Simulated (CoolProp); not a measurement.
Vapour-liquid equilibrium of o-xylene (1) + n-nonane (2) at 198.15 °C; x and y are mole fractions of (1).

The numbers come from the multi-fluid Helmholtz-energy mixture model, Zhou 2012 and Lemmon 2006; pair parameters Bell 2016 in CoolProp.

```json
[
 {"x": "0.05", "bubble pressure (bar)": "3.107", "y at the bubble point": "0.061", "dew pressure at overall composition x (bar)": "3.099", "liquid density (mol/L)": "4.465"},
 {"x": "0.15", "bubble pressure (bar)": "3.190", "y at the bubble point": "0.178", "dew pressure at overall composition x (bar)": "3.170", "liquid density (mol/L)": "4.636"},
 {"x": "0.25", "bubble pressure (bar)": "3.265", "y at the bubble point": "0.286", "dew pressure at overall composition x (bar)": "3.240", "liquid density (mol/L)": "4.819"},
 {"x": "0.35", "bubble pressure (bar)": "3.331", "y at the bubble point": "0.388", "dew pressure at overall composition x (bar)": "3.307", "liquid density (mol/L)": "5.015"},
 {"x": "0.45", "bubble pressure (bar)": "3.388", "y at the bubble point": "0.485", "dew pressure at overall composition x (bar)": "3.369", "liquid density (mol/L)": "5.225"},
 {"x": "0.55", "bubble pressure (bar)": "3.435", "y at the bubble point": "0.578", "dew pressure at overall composition x (bar)": "3.422", "liquid density (mol/L)": "5.452"},
 {"x": "0.65", "bubble pressure (bar)": "3.470", "y at the bubble point": "0.668", "dew pressure at overall composition x (bar)": "3.464", "liquid density (mol/L)": "5.696"},
 {"x": "0.75", "bubble pressure (bar)": "3.494", "y at the bubble point": "0.759", "dew pressure at overall composition x (bar)": "3.492", "liquid density (mol/L)": "5.961"},
 {"x": "0.85", "bubble pressure (bar)": "3.505", "y at the bubble point": "0.851", "dew pressure at overall composition x (bar)": "3.505", "liquid density (mol/L)": "6.247"},
 {"x": "0.95", "bubble pressure (bar)": "3.501", "y at the bubble point": "0.949", "dew pressure at overall composition x (bar)": "3.501", "liquid density (mol/L)": "6.558"}
]
```

y crosses x between x = 0.85 and 0.95: the model has an azeotrope there.

The pair parameters rest on a limited set of measurements; away from them the model extrapolates.
